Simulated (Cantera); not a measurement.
# Moist CO burnout

A perfectly stirred reactor is fed with CO : O2 : H2O : N2 = 0.017 : 0.077 : 0.00097 : 1 (molar parts), at 950000 Pa; it is held at 1523 K, and followed from long to short residence time.

Model: GRI-Mech 3.0 (53 species, 325 reactions), integrated in Cantera.

| τ (s) | x CO | x O2 | x H2O | x N2O | x CO2 | x H2 | x OH |
|---|---|---|---|---|---|---|---|
| 16 | 6.59e-6 | 0.0630 | 0.000890 | 3.54e-7 | 0.0156 | 7.28e-9 | 5.46e-6 |
| 7.7 | 1.16e-5 | 0.0630 | 0.000890 | 4.92e-7 | 0.0156 | 1.05e-8 | 6.37e-6 |
| 3.6 | 2.07e-5 | 0.0630 | 0.000889 | 7.16e-7 | 0.0156 | 1.60e-8 | 7.60e-6 |
| 1.7 | 3.64e-5 | 0.0631 | 0.000888 | 1.05e-6 | 0.0156 | 2.47e-8 | 9.09e-6 |
| 0.81 | 6.34e-5 | 0.0631 | 0.000887 | 1.55e-6 | 0.0156 | 3.88e-8 | 1.09e-5 |
| 0.38 | 0.000112 | 0.0631 | 0.000886 | 2.30e-6 | 0.0155 | 6.24e-8 | 1.30e-5 |
| 0.18 | 0.000195 | 0.0631 | 0.000884 | 3.33e-6 | 0.0155 | 1.02e-7 | 1.56e-5 |
| 0.084 | 0.000344 | 0.0632 | 0.000883 | 4.72e-6 | 0.0153 | 1.69e-7 | 1.86e-5 |
| 0.040 | 0.000591 | 0.0633 | 0.000880 | 6.30e-6 | 0.0151 | 2.80e-7 | 2.22e-5 |
| 0.019 | 0.00101 | 0.0635 | 0.000877 | 7.87e-6 | 0.0146 | 4.63e-7 | 2.64e-5 |
| 0.0088 | 0.00171 | 0.0638 | 0.000873 | 9.08e-6 | 0.0139 | 7.68e-7 | 3.15e-5 |
x: mole fraction; the columns are a selection and need not sum to one.
